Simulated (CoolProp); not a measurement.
Values from CoolProp's reference Helmholtz-energy equation of state, Gao 2022.

**Question.** For n-perfluorohexane, give the phase and the cv (kJ/(kg K)), speed of sound (m/s), Joule-Thomson coefficient (K/MPa), isothermal compressibility (1/MPa) at 450 K and 14.5 bar; 450 K and 20.3 bar; 450 K and 26.1 bar.

**Answer.** 
- 450 K and 14.5 bar: gas; cv 1.02, speed of sound 63.0, Joule-Thomson coefficient 18.1, isothermal compressibility 1.45
- 450 K and 20.3 bar: supercritical; cv 1.06, speed of sound 68.7, Joule-Thomson coefficient 6.29, isothermal compressibility 0.412
- 450 K and 26.1 bar: supercritical; cv 1.04, speed of sound 108, Joule-Thomson coefficient 2.44, isothermal compressibility 0.116
